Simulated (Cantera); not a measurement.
BN + H₂O + H₂ (nitride etching)

Charge: 1 mol BN, 2.5 mol H₂O, a varied amount of H₂, at 1825 K and 0.133 bar.

Method: chemical equilibrium by Gibbs-energy minimisation in Cantera with the NASA 1993 tables (ideal gas, pure condensed phases). Candidate condensed phases: B, BN, B₂O₃, B₃O₃H₃, H₂O; 39 gas species. Kinetics and transport are ignored.

From 5.8 mol H₂ to 59 mol H₂ nothing is condensed. The main B-bearing gas is HBO₂ throughout.

```csv
n(H₂) (mol),x H₂,x HBO₂,x H₂O,x N₂
5.8,0.781,0.0867,0.0657,0.0537
11,0.858,0.0549,0.0431,0.0345
16,0.893,0.0403,0.0327,0.0256
20,0.911,0.0331,0.0276,0.0213
25,0.926,0.0270,0.0232,0.0175
30,0.936,0.0227,0.0201,0.0149
35,0.944,0.0195,0.0177,0.0130
40,0.950,0.0171,0.0159,0.0115
45,0.955,0.0152,0.0145,0.0103
50,0.959,0.0136,0.0133,0.00934
55,0.962,0.0123,0.0123,0.00854
59,0.964,0.0114,0.0117,0.00799
```
x: gas mole fraction; nothing condenses.
